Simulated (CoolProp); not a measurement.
A Linde-Hampson liquefier for normal hydrogen: isothermal reversible compression at 280 K from 1 atm to 30 MPa, throttling to 1 atm, return gas leaving the recuperator 2 K below the feed. Each further row changes one setting.

Values from CoolProp's reference Helmholtz-energy equation of state, Leachman 2009.

| case | compression work (kJ/kg of gas) |
|---|---|
| as stated | 6790 |
| high pressure 60 MPa | 7830 |
| warm-end temperature 310 K | 7500 |
| warm-end gap 7 K | 6790 |
